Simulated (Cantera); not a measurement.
Feed: 1 mol C₃H₈, a varied amount of H₂, at 10.0 mbar.

These are equilibrium values from Cantera (NASA tables, ideal gas, pure condensed phases), not measurements of a reactor. Candidate condensed phases: C, C₆H₆, C₇H₈, C₈H₁₈; 76 gas species. Kinetics and transport are ignored.

Question: What condenses at these points (T in K, n(H₂) in mol): (625, 13); (925, 21); (1125, 16); (925, 3.9); (925, 13)?

Answer: 
| T (K) | n(H₂) in mol | condensed phases | C condensed (%) |
|---|---|---|---|
| 625 | 13 | gas only | 0.0 |
| 925 | 21 | C | 98.1 |
| 1125 | 16 | C | 99.8 |
| 925 | 3.9 | C | 99.4 |
| 925 | 13 | C | 98.7 |
